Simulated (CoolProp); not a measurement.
Tetradecamethylhexasiloxane (MD4M) along the isotherm 620 K: Z from the reference equation and from simpler models built on Tc = 653.2 K, pc = 8.286 bar, ω = 0.800; each cubic takes its own stable root.

Model: reference Helmholtz-energy equation of state, Thol 2019, in CoolProp.

```json
[
 {"p (bar)": "0.518", "phase": "gas", "reference": "0.9688"},
 {"p (bar)": "1.04", "phase": "gas", "reference": "0.9360"},
 {"p (bar)": "1.55", "phase": "gas", "reference": "0.9023"},
 {"p (bar)": "2.07", "phase": "gas", "reference": "0.8662"},
 {"p (bar)": "2.59", "phase": "gas", "reference": "0.8279"},
 {"p (bar)": "3.11", "phase": "gas", "reference": "0.7868"},
 {"p (bar)": "3.62", "phase": "gas", "reference": "0.7432"},
 {"p (bar)": "4.14", "phase": "gas", "reference": "0.6941"}
]
```

### Question
How far does each simpler model (van der Waals, Peng-Robinson) lie from the reference over these 8 states: mean and median of the absolute difference, and the worst?

### Answer
- van der Waals: mean 6.6 %, median 5.8 %, worst +14.7 % at 620 K and 4.14 bar
- Peng-Robinson: mean 1.5 %, median 1.2 %, worst +3.6 % at 620 K and 4.14 bar
